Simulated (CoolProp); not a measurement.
Toluene at 350.95 K and 0.014 MPa flows at 0.81 m/s in a round tube of 2 mm bore and 1.5 µm roughness, fully developed (64/Re and Nu = 3.66 if laminar; Colebrook and Gnielinski if turbulent). Each further row changes one setting.

Values from CoolProp's reference Helmholtz-energy equation of state, Lemmon 2006. It is a short technical equation, of lower accuracy than the large ones.

```tsv
case	Reynolds number	Darcy friction factor	pressure drop (Pa/m)	heat-transfer coefficient (W/(m² K))	mass flow (kg/h)
as stated	(withheld)	(withheld)	(withheld)	27.4	0.00408
velocity 1.62 m/s	177	0.361	(withheld)	27.4	(withheld)
diameter 4 mm	177	0.361	(withheld)	(withheld)	(withheld)
```

**Question.** Some entries are withheld; supply them.

**Answer.** 
- as stated, Reynolds number: 88.7
- as stated, Darcy friction factor: 0.721
- as stated, pressure drop (Pa/m): 52.7
- velocity 1.62 m/s, pressure drop (Pa/m): 105
- velocity 1.62 m/s, mass flow (kg/h): 0.00816
- diameter 4 mm, pressure drop (Pa/m): 13.2
- diameter 4 mm, heat-transfer coefficient (W/(m² K)): 13.7
- diameter 4 mm, mass flow (kg/h): 0.0163

Viscosity comes from a separate model (Avgeri 2015). Thermal conductivity comes from a separate model (Assael 2012).
